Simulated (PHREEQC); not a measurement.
## Alkaline etch or developer: speciation

Dissolve 46 mmol/kgw CsOH, 0.74 mmol/kgw K2SiO3 and 19 mmol/kgw K2CO3 at 25 °C. Closed to the air; pH follows from the charge balance.

Equilibrium calculation in PHREEQC: ion-association model, wateq4f.dat.

| Quantity | Result |
|---|---|
| pH | 12.55 |
| ionic strength | 0.105 mol/kgw |
| total alkalinity | 85.5 meq/kg |

```
species   molality  activity   log γ
--------  --------  --------  ------
OH-         0.0466    0.0353  -0.120
Cs+         0.0460    0.0358  -0.109
K+          0.0395    0.0300  -0.119
CO3-2       0.0189   0.00721  -0.419
H3SiO4-   0.000498  0.000382  -0.116
H2SiO4-2  0.000241   9.18e-5  -0.419
HCO3-      5.54e-5   4.35e-5  -0.105
H4SiO4     7.15e-7   7.32e-7   0.010
```

This is a speciation only: nothing precipitates in the calculation. Complexes and solids missing from the database can't appear.
